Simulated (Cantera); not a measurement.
A Cantera script and what it prints.

```python
import numpy as np
import cantera as ct

gas_names = """
    F F2 H HF H2 H2F2 H3F3 H4F4 H5F5 H6F6 H7F7 Mg MgF MgF2 MgH Mg2 Mg2F4
""".split()
cond_names = """
    Mg(cr) Mg(L) MgF2(s) MgF2(L)
""".split()


def load(file, names, dense=False):
    # The tables refer to 1 bar. Condensed volumes are neglected.
    table = {s.name: s for s in ct.Species.list_from_file(file)}
    out = []
    for n in names:
        d = dict(table[n].input_data)
        d["thermo"] = dict(d["thermo"], **{"reference-pressure": 1e5})
        if dense:
            d["equation-of-state"] = {"model": "constant-volume", "density": "1e6 g/cm^3"}
        out.append(ct.Species.from_dict(d))
    return out


gas = ct.Solution(thermo="ideal-gas", species=load("nasa_gas.yaml", gas_names))
cond = {s.name: ct.Solution(thermo="fixed-stoichiometry", species=[s], name=s.name)
        for s in load("nasa_condensed.yaml", cond_names, dense=True)}
atoms = {
    'MgF2': {'Mg': 1, 'F': 2},
    'H2': {'H': 2},
}
top_T = {}  # K; cautious upper limits of use, not melting points


def equilibrate(T, P, feed):
    n = {}
    for name, mol in feed.items():
        for a, k in atoms[name].items():
            n[a] = n.get(a, 0.0) + k * mol
    gas.TPX = T, P, n
    mass = sum(n.values()) * gas.mean_molecular_weight
    gas.equilibrate("TP")
    valid = [c for c in cond.values() if c.min_temp <= T <= top_T.get(c.name, c.max_temp)]
    mix = ct.Mixture([(gas, mass / gas.mean_molecular_weight)] + [(c, 0.0) for c in valid])
    mix.T, mix.P = T, P
    mix.equilibrate("TP", solver="vcs", rtol=1e-11, max_steps=5000)
    return mix


results = []
P = 0.28  # Pa
for T in [850, 900, 950, 1000, 1050, 1100, 1150, 1200, 1250, 1300, 1350, 1400, 1450]:
    for m in [3.1, 4.4, 6.3, 8.9, 13, 18, 25, 36, 50, 71]:
        feed = {'MgF2': 1, 'H2': m}  # mol
        mix = equilibrate(T, P, feed)
        results.append((T, P, feed, dict(zip(mix.species_names, mix.species_moles))))

for T, P, feed, n in results:
    print(f"{T:7g} {feed['H2']:10.4g}  " + (" + ".join(c for c in cond_names if n.get(c, 0) > 1e-12) or "gas only"))
```

Output:

```
    850        3.1  MgF2(s)
    850        4.4  MgF2(s)
    850        6.3  MgF2(s)
    850        8.9  MgF2(s)
    850         13  MgF2(s)
    850         18  MgF2(s)
    850         25  MgF2(s)
    850         36  MgF2(s)
    850         50  MgF2(s)
    850         71  MgF2(s)
    900        3.1  MgF2(s)
    900        4.4  MgF2(s)
    900        6.3  MgF2(s)
    900        8.9  MgF2(s)
    900         13  MgF2(s)
    900         18  MgF2(s)
    900         25  MgF2(s)
    900         36  MgF2(s)
    900         50  MgF2(s)
    900         71  MgF2(s)
    950        3.1  MgF2(s)
    950        4.4  MgF2(s)
    950        6.3  MgF2(s)
    950        8.9  MgF2(s)
    950         13  MgF2(s)
    950         18  MgF2(s)
    950         25  MgF2(s)
    950         36  MgF2(s)
    950         50  MgF2(s)
    950         71  MgF2(s)
   1000        3.1  MgF2(s)
   1000        4.4  MgF2(s)
   1000        6.3  MgF2(s)
   1000        8.9  MgF2(s)
   1000         13  MgF2(s)
   1000         18  MgF2(s)
   1000         25  MgF2(s)
   1000         36  MgF2(s)
   1000         50  MgF2(s)
   1000         71  MgF2(s)
   1050        3.1  MgF2(s)
   1050        4.4  MgF2(s)
   1050        6.3  MgF2(s)
   1050        8.9  MgF2(s)
   1050         13  MgF2(s)
   1050         18  MgF2(s)
   1050         25  MgF2(s)
   1050         36  MgF2(s)
   1050         50  MgF2(s)
   1050         71  MgF2(s)
   1100        3.1  MgF2(s)
   1100        4.4  MgF2(s)
   1100        6.3  MgF2(s)
   1100        8.9  MgF2(s)
   1100         13  MgF2(s)
   1100         18  MgF2(s)
   1100         25  MgF2(s)
   1100         36  MgF2(s)
   1100         50  MgF2(s)
   1100         71  MgF2(s)
   1150        3.1  MgF2(s)
   1150        4.4  MgF2(s)
   1150        6.3  MgF2(s)
   1150        8.9  MgF2(s)
   1150         13  MgF2(s)
   1150         18  MgF2(s)
   1150         25  MgF2(s)
   1150         36  MgF2(s)
   1150         50  MgF2(s)
   1150         71  MgF2(s)
   1200        3.1  MgF2(s)
   1200        4.4  MgF2(s)
   1200        6.3  MgF2(s)
   1200        8.9  MgF2(s)
   1200         13  MgF2(s)
   1200         18  MgF2(s)
   1200         25  MgF2(s)
   1200         36  MgF2(s)
   1200         50  gas only
   1200         71  gas only
   1250        3.1  MgF2(s)
   1250        4.4  MgF2(s)
   1250        6.3  MgF2(s)
   1250        8.9  MgF2(s)
   1250         13  gas only
   1250         18  gas only
   1250         25  gas only
   1250         36  gas only
   1250         50  gas only
   1250         71  gas only
   1300        3.1  gas only
   1300        4.4  gas only
   1300        6.3  gas only
   1300        8.9  gas only
   1300         13  gas only
   1300         18  gas only
   1300         25  gas only
   1300         36  gas only
   1300         50  gas only
   1300         71  gas only
   1350        3.1  gas only
   1350        4.4  gas only
   1350        6.3  gas only
   1350        8.9  gas only
   1350         13  gas only
   1350         18  gas only
   1350         25  gas only
   1350         36  gas only
   1350         50  gas only
   1350         71  gas only
   1400        3.1  gas only
   1400        4.4  gas only
   1400        6.3  gas only
   1400        8.9  gas only
   1400         13  gas only
   1400         18  gas only
   1400         25  gas only
   1400         36  gas only
   1400         50  gas only
   1400         71  gas only
   1450        3.1  gas only
   1450        4.4  gas only
   1450        6.3  gas only
   1450        8.9  gas only
   1450         13  gas only
   1450         18  gas only
   1450         25  gas only
   1450         36  gas only
   1450         50  gas only
   1450         71  gas only
```

Equilibrium computed with Cantera from the NASA thermochemical tables; the gas is ideal and each condensed phase is pure.
